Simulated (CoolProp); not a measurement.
A single-stage vapour-compression cycle with R134a: evaporating at 207.15 K (dew point), condensing at 232.15 K (bubble point), superheat 5 K, subcooling 0 K, compressor efficiency 0.7, no pressure losses. Each further row changes one setting.

Computed with CoolProp (reference Helmholtz-energy equation of state, Tillner-Roth 1994).

```tsv
case	cooling COP	pressure ratio	discharge temperature (K)	refrigerating effect (kJ/kg)	volumetric capacity (kJ/m³)
as stated	5.27	4.57	268.9	214	133
evaporating temperature 212.15 K	6.87	___	261.5	217	___
condensing temperature 227.15 K	6.70	3.48	258.6	220	136
subcooling 5 K	___	4.57	268.9	220	136
superheat 15 K	5.20	4.57	279.9	221	130
compressor efficiency 0.6	4.51	4.57	___	214	133
```

**Question.** Some entries are withheld; supply them.

**Answer.** 
- evaporating temperature 212.15 K, pressure ratio: 3.26
- evaporating temperature 212.15 K, volumetric capacity (kJ/m³): 185
- subcooling 5 K, cooling COP: 5.42
- compressor efficiency 0.6, discharge temperature (K): 277.4
